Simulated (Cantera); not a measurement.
**NO annealing gas**

A perfectly stirred reactor is fed with 29.4 % NO, 70.4 % N2, 0.208 % H2O, at 645 Torr; it is held at 1948 K, and followed from long to short residence time.

Cantera simulation using GRI-Mech 3.0 (53 species, 325 reactions); the numbers are that mechanism's predictions, not measurements.

```
τ (s)     x NO      x O2    x N2O     x NO2       x O   x N2
------  ------  --------  -------  --------  --------  -----
5.9     0.0889     0.102  3.55e-6  0.000108  0.000155  0.807
1.9      0.157    0.0678  1.07e-5  0.000157  0.000128  0.772
0.59     0.228    0.0327  2.25e-5  0.000161   9.12e-5  0.737
0.19     0.269    0.0123  3.14e-5  0.000121   5.94e-5  0.717
0.059    0.285   0.00389  3.53e-5   7.89e-5   3.75e-5  0.708
0.019    0.291   0.00121  3.56e-5   5.25e-5   2.53e-5  0.706
0.0058   0.293  0.000335  3.34e-5   3.70e-5   1.83e-5  0.705
0.0018   0.293   8.01e-5  2.76e-5   2.77e-5   1.37e-5  0.704
```
x: mole fraction; the columns are a selection and need not sum to one.
